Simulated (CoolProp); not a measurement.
Vapour-liquid equilibrium of R152A (1) + R227EA (2) at 0.178 MPa; x and y are mole fractions of (1).

Computed with CoolProp (multi-fluid Helmholtz-energy mixture model, Outcalt 1996 and Lemmon 2016; pair parameters Bell 2016).

```csv
x,"bubble temperature, mixture model (°C)","bubble temperature, Raoult's law (°C)","y, mixture model","y, Raoult's law"
0.05,-2.7,-2.9,0.059,0.067
0.15,-3.4,-3.8,0.184,0.193
0.25,[?],-4.7,0.310,0.312
0.35,-5.3,-5.6,0.430,0.423
0.45,-6.4,-6.4,0.539,0.528
0.55,[?],-7.2,0.636,0.625
0.65,[?],-8.0,0.723,0.718
0.75,-9.1,-8.7,0.804,0.804
0.85,[?],-9.4,0.880,0.886
0.95,-10.3,-10.2,[?],0.963
```

**Question.** Complete the blanks.

**Answer.** 
- 0.25, bubble temperature, mixture model (°C): -4.3
- 0.55, bubble temperature, mixture model (°C): -7.4
- 0.65, bubble temperature, mixture model (°C): -8.3
- 0.85, bubble temperature, mixture model (°C): -9.7
- 0.95, y, mixture model: 0.959

The largest gap from Raoult's law is +0.4 K in bubble temperature, at x = 0.15. No azeotrope shows between x = 0.05 and 0.95.

Pair parameters are fitted to limited data, so mixtures are less certain than the pure fluids. The gap from Raoult's law changes sign with composition, which may be real or a fault of the pair parameters; it wasn't checked against measurements.
